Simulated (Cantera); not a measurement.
Input (Python, Cantera):

```python
import numpy as np
import cantera as ct

gas = ct.Solution("h2o2.yaml")
gas.TPX = 625, 101325, {'H2': 1, 'O2': 0.521, 'N2': 1.96, 'H2O': 0.2}
inlet = ct.Reservoir(gas, clone=True)
gas.equilibrate("HP")  # start burning
reactor = ct.IdealGasConstPressureReactor(gas, energy="on", clone=False)
exhaust = ct.Reservoir(gas, clone=True)
tau = [0.068, 0.02, 0.0061, 0.0018, 0.00054, 0.00016, 4.7e-05, 1.4e-05, 4.2e-06][0]
for a, b in ((inlet, reactor), (reactor, exhaust)):
    ct.MassFlowController(a, b, mdot=lambda t: reactor.mass / tau)
net = ct.ReactorNet([reactor])
show = ['H2', 'O2', 'H2O', 'O', 'OH', 'H2O2', 'HO2']

rows = []
print(f"{'tau/s':>10s}{'T/K':>9s}" + "".join(f"{s:>11s}" for s in show))
for tau in [0.068, 0.02, 0.0061, 0.0018, 0.00054, 0.00016, 4.7e-05, 1.4e-05, 4.2e-06]:
    net.initial_time = 0.0
    net.advance(30 * tau)
    before = gas.X
    net.advance(40 * tau)
    drift = np.max(np.abs(gas.X - before) / (gas.X + 1e-9))
    rows.append([gas.T, *gas[show].X, drift])
    print(f"{tau:10.3e}{gas.T:9.1f}" + "".join(f"{x:11.3e}" for x in gas[show].X))
```

Result:

```
     tau/s      T/K         H2         O2        H2O          O         OH       H2O2        HO2
 6.800e-02   2426.0  1.470e-02  1.123e-02  3.514e-01  1.131e-03  1.063e-02  2.265e-07  2.518e-06
 2.000e-02   2413.6  1.585e-02  1.170e-02  3.495e-01  1.263e-03  1.110e-02  2.290e-07  2.659e-06
 6.100e-03   2379.1  1.890e-02  1.298e-02  3.442e-01  1.660e-03  1.231e-02  2.388e-07  3.090e-06
 1.800e-03   2297.0  2.538e-02  1.584e-02  3.324e-01  2.751e-03  1.461e-02  2.785e-07  4.405e-06
 5.400e-04   2156.0  3.439e-02  2.039e-02  3.144e-01  4.921e-03  1.685e-02  3.966e-07  7.696e-06
 1.600e-04   1958.2  4.354e-02  2.639e-02  2.928e-01  8.100e-03  1.712e-02  7.382e-07  1.431e-05
 4.700e-05   1719.1  5.218e-02  3.430e-02  2.697e-01  1.106e-02  1.425e-02  1.883e-06  2.589e-05
 1.400e-05   1442.5  7.798e-02  5.185e-02  2.332e-01  1.027e-02  8.501e-03  5.078e-06  5.327e-05
 4.200e-06    625.0  2.717e-01  1.415e-01  5.433e-02 -3.421e-19 -1.247e-20 -2.999e-18 -1.590e-16
```

Cantera simulation using the H2/O2 subset of GRI-Mech 3.0, which has no nitrogen chemistry; the numbers are that mechanism's predictions, not measurements.
